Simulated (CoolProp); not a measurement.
Saturation properties of R1234ze(Z).

Model: reference Helmholtz-energy equation of state, Akasaka 2019, in CoolProp.

```
T (K)  p (MPa)  liquid density (kg/m³)  vapour density (kg/m³)
-----  -------  ----------------------  ----------------------
282    0.09791                    1266                   5.006
297.8   0.1753                    1225                   8.705
313.6   0.2940                    1182                   14.32
329.4   0.4665                    1136                   22.55
345.3   0.7091                    1085                   34.49
361.1    1.034                    1028                   51.46
376.9    1.461                   964.3                   76.01
392.7    2.010                   886.9                   113.0
408.6    2.712                   781.6                   176.2
```

It boils at 282.9 K under 1 atm.
